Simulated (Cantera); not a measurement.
A perfectly stirred reactor is fed with H2 : O2 : N2 = 1 : 0.294 : 3.24 (molar parts), equivalence ratio 1.7, at 3080 Torr; it is adiabatic with a 425 K inlet, and is followed from long to short residence time, starting on the burning branch (τ in s: 0.45, 0.17, 0.066, 0.025, 0.0095, 0.0036, 0.0014, 0.00053, 0.0002, 7.7e-05, 2.9e-05, 1.1e-05).

Computed with Cantera and GRI-Mech 3.0 (53 species, 325 reactions). The hydrogen kinetics of GRI-Mech 3.0 are dated; newer H2 mechanisms differ, most at raised pressure.

Question: Predict: blow-out, bracketed by the residence times tried; x(H2) at τ = 0.450 s; x(O2) at τ = 0.450 s; x(NO) at τ = 0.450 s; x(O) at τ = 0.450 s; x(HO2) at τ = 0.450 s; x(H2) at τ = 1.40 ms; x(O2) at τ = 1.40 ms; x(NO) at τ = 1.40 ms; x(O) at τ = 1.40 ms; x(HO2) at τ = 1.40 ms.

Answer: 
| Property | Value |
|---|---|
| blow-out, bracketed by the residence times tried | burning at 77.0 µs, out at 29.0 µs |
| x(H2) at τ = 0.450 s | 0.0971 |
| x(O2) at τ = 0.450 s | 3.12e-5 |
| x(NO) at τ = 0.450 s | 2.80e-8 |
| x(O) at τ = 0.450 s | 3.29e-8 |
| x(HO2) at τ = 0.450 s | 9.07e-8 |
| x(H2) at τ = 1.40 ms | 0.0967 |
| x(O2) at τ = 1.40 ms | 0.000648 |
| x(NO) at τ = 1.40 ms | 8.92e-7 |
| x(O) at τ = 1.40 ms | 1.00e-5 |
| x(HO2) at τ = 1.40 ms | 2.05e-6 |
